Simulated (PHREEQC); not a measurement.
Solution (25 °C): 0.033 mol/kgw Cd(NO3)2. Closed to the air; pH follows from the charge balance.

Equilibrium calculation in PHREEQC: ion-association model, wateq4f.dat.

```yaml
pH: 5.92
ionic_strength: 0.0953 mol/kgw
```

```json
[
 {"species": "NO3-", "molality": "0.0642", "activity": "0.0486", "log γ": "-0.121"},
 {"species": "Cd+2", "molality": "0.0312", "activity": "0.0118", "log γ": "-0.423"},
 {"species": "CdNO3+", "molality": "0.00183", "activity": "0.00144", "log γ": "-0.106"},
 {"species": "H+", "molality": "1.46e-6", "activity": "1.21e-6", "log γ": "-0.082"},
 {"species": "CdOH+", "molality": "1.03e-6", "activity": "8.09e-7", "log γ": "-0.106"},
 {"species": "Cd2OH+3", "molality": "4.17e-7", "activity": "4.66e-8", "log γ": "-0.952"},
 {"species": "OH-", "molality": "1.08e-8", "activity": "8.27e-9", "log γ": "-0.116"}
]
```

This is a speciation only: nothing precipitates in the calculation.
